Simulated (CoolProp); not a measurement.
Tetrahydrofuran along the isobar 90 bar: Z from the reference equation and from simpler models built on Tc = 540.2 K, pc = 53.04 bar, ω = 0.234; each cubic takes its own stable root.

The numbers come from the reference Helmholtz-energy equation of state, Fiedler 2023 in CoolProp.

```csv
T (K),phase,reference,van der Waals,Redlich-Kwong
188.6,liquid,0.4128,0.6806,0.4597
211.8,liquid,0.3766,0.6164,0.4169
235.1,liquid,0.3477,0.5653,0.3832
258.3,liquid,0.3246,0.5243,0.3565
281.6,liquid,0.3056,0.4906,0.3349
304.8,liquid,0.2902,0.4629,0.3176
328.1,liquid,0.2774,0.4399,0.3037
351.4,liquid,0.2669,0.4208,0.2926
374.6,liquid,0.2584,0.4052,0.2842
397.9,liquid,0.2518,0.3925,0.2782
421.1,liquid,0.2470,0.3826,0.2745
444.4,liquid,0.2439,0.3754,0.2734
467.6,liquid,0.2429,0.3709,0.2751
490.9,liquid,0.2445,0.3694,0.2803
514.1,liquid,0.2500,0.3716,0.2905
537.4,liquid,0.2627,0.3786,0.3086
```
